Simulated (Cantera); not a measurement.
A diamond (100) surface in a fixed gas of H2 with x(CH4) = 0.015, x(H) = 0.0068, x(CH3) = 0.00012, at 1300 K; coverages are run to steady state.

Detailed kinetics in Cantera: the Harris–Goodwin 1993 mechanism for the reconstructed diamond (100) surface.

θ: site fractions in the mechanism's names (c6HH fully hydrogenated, c6H* and c6*H radical sites, c6** diradical, c6HM methylated).

```tsv
P (Pa)	growth (µm/h)	θ c6HH	θ c6H*	θ c6*H	θ c6**	θ c6HM
690	…	0.383	0.0490	0.524	0.0439	3.87e-5
1100	…	0.383	0.0490	0.524	0.0438	6.24e-5
1800	…	0.383	0.0490	0.524	0.0438	0.000102
2900	…	0.383	0.0491	0.524	0.0438	0.000163
4700	…	0.383	0.0491	0.524	0.0438	0.000257
7600	…	0.383	0.0491	0.523	0.0438	0.000397
12000	…	0.383	0.0491	0.523	0.0438	0.000587
20000	…	0.382	0.0492	0.523	0.0438	0.000874
```

Q: Fill in the missing entries.

A: 
- 690, growth (µm/h): 0.113
- 1100, growth (µm/h): 0.201
- 1800, growth (µm/h): 0.370
- 2900, growth (µm/h): 0.686
- 4700, growth (µm/h): 1.32
- 7600, growth (µm/h): 2.63
- 12000, growth (µm/h): 5.18
- 20000, growth (µm/h): 11.2
